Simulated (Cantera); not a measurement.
An isothermal plug-flow reactor at 625 K and 760 Torr (inlet), inlet velocity 2.8 m/s, active area per volume 350 1/m; feed H2 : O2 : N2 : H2O = 0.0035 : 0.021 : 0.79 : 0.071 (molar parts), equivalence ratio 0.083.

Model: Deutschmann's 1995 Pt surface mechanism with GRI-Mech 3.0 gas chemistry, integrated in Cantera. Catalytic surfaces can have several steady states; this one follows from the mechanism file's or the stated starting coverage. Mass transfer to the wall is taken as infinitely fast.

x: gas mole fraction; θ: surface coverage.

```csv
z (m),x H2,x O2,x H2O,θ free Pt,θ O*,θ OH*
0.00034,…,0.0232,0.0813,0.210,0.750,0.0397
0.00065,…,0.0229,0.0819,0.171,0.792,0.0368
0.0013,…,0.0226,0.0826,0.122,0.846,0.0322
0.0024,…,0.0223,0.0832,0.0817,0.891,0.0272
0.0047,…,0.0221,0.0836,0.0482,0.930,0.0214
0.009,…,0.0220,0.0839,0.0273,0.956,0.0163
0.017,…,0.0219,0.0841,0.0153,0.972,0.0123
0.034,…,0.0218,0.0842,0.00836,0.982,0.00915
```

### Question
What belongs in the gaps?

### Answer

- 0.00034, x H2: 0.00290
- 0.00065, x H2: 0.00233
- 0.0013, x H2: 0.00164
- 0.0024, x H2: 0.00108
- 0.0047, x H2: 0.000633
- 0.009, x H2: 0.000354
- 0.017, x H2: 0.000193
- 0.034, x H2: 9.49e-5
